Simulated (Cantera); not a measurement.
An adiabatic, constant-volume homogeneous reactor starts with CH4 : O2 : N2 : C2H6 = 1 : 0.87 : 3.27 : 0.037 (molar parts), at 1425 K and 63000 Pa.

Cantera simulation using GRI-Mech 3.0 (53 species, 325 reactions); the numbers are that mechanism's predictions, not measurements.

x: mole fraction; the columns are a selection and need not sum to one.

```
t (s)     T (K)  P (bar)     x CH4     x O2    x CH2O     x CH2   x CH2CO
--------  -----  -------  --------  -------  --------  --------  --------
7.00e-6    1425    0.630     0.193    0.168   1.19e-7  3.71e-12    <1e-12
1.74e-5    1425    0.630     0.193    0.168   7.65e-7  2.40e-11  7.09e-12
4.33e-5    1425    0.630     0.193    0.168   5.19e-6  1.57e-10  3.46e-10
0.000108   1424    0.630     0.193    0.168   3.86e-5  9.41e-10   1.58e-8
0.000267   1425    0.630     0.193    0.168  0.000229   2.78e-9   4.95e-7
0.000665   1431    0.633     0.191    0.166       ___       ___       ___
0.00165    1493    0.665     0.177    0.156   0.00362   5.51e-8  0.000197
0.00411    2483     1.38  2.04e-10  3.52e-6   1.96e-8  1.08e-11    <1e-12
0.0102     2485     1.38  1.35e-10  3.60e-6   1.96e-8  7.07e-12    <1e-12
0.0254     2485     1.38  1.31e-10  3.62e-6   1.96e-8  6.86e-12    <1e-12
0.0632     2485     1.38  1.30e-10  3.62e-6   1.96e-8  6.85e-12    <1e-12
0.157      2485     1.38  1.30e-10  3.62e-6   1.96e-8  6.85e-12    <1e-12
0.390      2485     1.38  1.30e-10  3.62e-6   1.96e-8  6.85e-12    <1e-12
0.971      2485     1.38  1.30e-10  3.62e-6   1.96e-8  6.85e-12    <1e-12
2.41       2485     1.38  1.30e-10  3.62e-6   1.96e-8  6.85e-12    <1e-12
6.00       2485     1.38  1.30e-10  3.62e-6   1.96e-8  6.85e-12    <1e-12
```

Q: Complete the blanks.

A: 
- 0.000665, x CH2O: 0.000887
- 0.000665, x CH2: 4.89e-9
- 0.000665, x CH2CO: 7.81e-6
